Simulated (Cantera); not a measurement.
## Premixed flame

A freely propagating, adiabatic, planar premixed flame of 28.0 % CO, 2.49 % H₂, 2.27 % CH₄, 14.1 % O₂, 53.1 % N₂, unburnt at 600 K and 18000 Pa; mixture-averaged transport, grid criteria slope 0.08 and curve 0.16, no radiation.

Detailed kinetics in Cantera: GRI-Mech 3.0 (53 species, 325 reactions). Burning velocities carry a grid error of a few per cent, more on coarse grids.

```tsv
z (mm)	T (K)	u (m/s)	x CO	x H₂	x CH₄	x CH₂O	x C₂H₄	x C₂H
-8.22	600	2.82	0.280	0.0249	0.0227	<1e-8	<1e-8	<1e-8
-5.48	600	2.82	0.280	0.0249	0.0227	<1e-8	<1e-8	<1e-8
-4.11	600	2.82	0.280	0.0249	0.0227	<1e-8	<1e-8	<1e-8
-2.74	601	2.83	0.280	0.0250	0.0227	3.97e-7	<1e-8	<1e-8
-1.37	644	3.03	0.278	0.0254	0.0225	1.46e-5	2.69e-7	<1e-8
-0.685	801	3.79	0.272	0.0260	0.0201	5.82e-5	2.85e-6	<1e-8
0	1197	5.68	0.259	0.0227	0.00568	0.000194	5.66e-6	<1e-8
0.685	1401	6.60	0.226	0.0121	0.000106	7.75e-6	1.70e-8	<1e-8
1.37	1484	6.93	0.196	0.00945	5.91e-7	5.26e-8	<1e-8	<1e-8
2.74	1583	7.29	0.168	0.0105	<1e-8	<1e-8	<1e-8	<1e-8
5.48	1682	7.68	0.159	0.0114	<1e-8	<1e-8	<1e-8	<1e-8
11.0	1796	8.13	0.160	0.0115	<1e-8	<1e-8	<1e-8	<1e-8
21.9	1928	8.64	0.159	0.0111	<1e-8	<1e-8	<1e-8	<1e-8
```
x: mole fraction of selected species; z is measured from the peak of heat release.

The laminar burning velocity is 282 cm/s and the thermal thickness is 2.74 mm. The peak x(CH₂O) is 0.000213 and the peak x(C₂H₄) is 8.41e-6. The peak x(C₂H) comes out as <1e-8. The grid points is 190.
